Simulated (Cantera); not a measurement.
Cantera run:

```python
import numpy as np
import cantera as ct

gas_names = """
    CL CL2 H HCL H2 N NH NH2 NH3 N2 N2H2 N2H4 Si SiCL SiCL2 SiCL3 SiCL4 SiH SiHCL3 SiH2 SiH2CL2 SiH3
    SiH3CL SiH4 SiN Si2 Si2N Si3
""".split()
cond_names = """
    NH4CL(a) NH4CL(b) Si(cr) Si(L) Si3N4(a)
""".split()


# ... load() reads the species with a 1 bar reference pressure and builds the phases ...
atoms = {
    'SiH2Cl2': {'Si': 1, 'H': 2, 'CL': 2},
    'N2': {'N': 2},
}
top_T = {'Si3N4(a)': 2400}  # K; cautious upper limits of use, not melting points


# ... equilibrate(T, P, feed) seeds the gas with the atoms and calls Mixture.equilibrate('TP', solver="vcs", rtol=1e-11, max_steps=5000) ...
results = []
feed = {'SiH2Cl2': 1, 'N2': 18}  # mol
T = 1948  # K
P = 160  # Pa
mix = equilibrate(T, P, feed)
results.append((T, P, feed, dict(zip(mix.species_names, mix.species_moles))))
x = sorted(zip(gas.X, gas.species_names), reverse=True)
print(f"T = {T:g} K  P = {P:g} Pa  gas = {mix.phase_moles(0):.4g} mol")
print("   x: " + "  ".join(f"{s} {v:.3e}" for v, s in x if v > 1e-06))
print("   condensed (mol): " + ("  ".join(f"{mix.phase(i).name} {mix.phase_moles(i):.4g}"
      for i in range(1, mix.n_phases) if mix.phase_moles(i) > 1e-12) or "none"))
```

Result:

```
T = 1948 K  P = 160 Pa  gas = 20.35 mol
   x: N2 8.846e-01  SiCL2 3.447e-02  H2 3.443e-02  HCL 2.413e-02  Si 1.161e-02  H 5.242e-03  CL 2.755e-03  SiCL 2.322e-03  Si2N 1.425e-04  SiN 1.292e-04  Si2 8.461e-05  SiH 6.625e-05  SiCL3 4.974e-05  Si3 1.489e-05  SiH2 2.157e-06
   condensed (mol): none
```

These are equilibrium values from Cantera (NASA tables, ideal gas, pure condensed phases), not measurements of a reactor. The tables' values for SiCl, SiN, SiCl3 are old estimates; treat these amounts as uncertain.
